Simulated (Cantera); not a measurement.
## Stirred combustor or abatement burner

A perfectly stirred reactor is fed with 12.6 % H2, 8.40 % O2, 79.0 % N2, at 9.87 atm; it is adiabatic with a 475 K inlet, and is followed from long to short residence time, starting on the burning branch (τ in s: 0.031, 0.015, 0.0069, 0.0032, 0.0015, 0.00072, 0.00034, 0.00016, 7.5e-05, 3.5e-05, 1.7e-05).

Computed with Cantera and the H2/O2 subset of GRI-Mech 3.0, which has no nitrogen chemistry. The hydrogen kinetics of GRI-Mech 3.0 are dated; newer H2 mechanisms differ, most at raised pressure.

| τ (s) | T (K) | x H2 | x O2 | x H2O | x H2O2 | x HO2 | x H |
|---|---|---|---|---|---|---|---|
| 0.031 | 1450 | 0.000285 | 0.0226 | 0.134 | 3.01e-7 | 1.08e-5 | 2.04e-6 |
| 0.015 | 1449 | 0.000512 | 0.0227 | 0.134 | 5.04e-7 | 1.81e-5 | 4.04e-6 |
| 0.0069 | 1446 | 0.000938 | 0.0229 | 0.133 | 8.95e-7 | 2.97e-5 | 8.27e-6 |
| 0.0032 | 1440 | 0.00166 | 0.0232 | 0.133 | 1.56e-6 | 4.55e-5 | 1.66e-5 |
| 0.0015 | 1432 | 0.00283 | 0.0238 | 0.131 | 2.61e-6 | 6.51e-5 | 3.25e-5 |
| 0.00072 | 1418 | 0.00479 | 0.0247 | 0.129 | 4.28e-6 | 8.88e-5 | 6.09e-5 |
| 0.00034 | 475 | 0.126 | 0.0840 | <1e-12 | <1e-12 | <1e-12 | <1e-12 |
| 0.00016 | 475 | 0.126 | 0.0840 | <1e-12 | <1e-12 | <1e-12 | <1e-12 |
| 7.5e-5 | 475 | 0.126 | 0.0840 | <1e-12 | <1e-12 | <1e-12 | <1e-12 |
| 3.5e-5 | 475 | 0.126 | 0.0840 | <1e-12 | <1e-12 | <1e-12 | <1e-12 |
| 1.7e-5 | 475 | 0.126 | 0.0840 | <1e-12 | <1e-12 | <1e-12 | <1e-12 |
x: mole fraction; the columns are a selection and need not sum to one.
